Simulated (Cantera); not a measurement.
**Ignition delay**

Mixture: 4.60 % CH4, 0.253 % C2H6, 0.304 % C3H8, 17.6 % O2, 66.2 % N2, 11.0 % CO2, at 1.01 bar, adiabatic and at constant pressure. Ignition delay is the time to a rise of 400 K.

Computed with Cantera and GRI-Mech 3.0 (53 species, 325 reactions).

```json
[
 {"T0 (K)": "1125", "delay (ms)": "28.4"},
 {"T0 (K)": "1225", "delay (ms)": "5.86"},
 {"T0 (K)": "1325", "delay (ms)": "1.42"},
 {"T0 (K)": "1425", "delay (ms)": "0.431"},
 {"T0 (K)": "1525", "delay (ms)": "0.167"},
 {"T0 (K)": "1625", "delay (ms)": "0.0798"},
 {"T0 (K)": "1725", "delay (ms)": "0.0451"}
]
```

```json
{
  "apparent activation energy between 1525 and 1725 K": "140 kJ/mol"
}
```
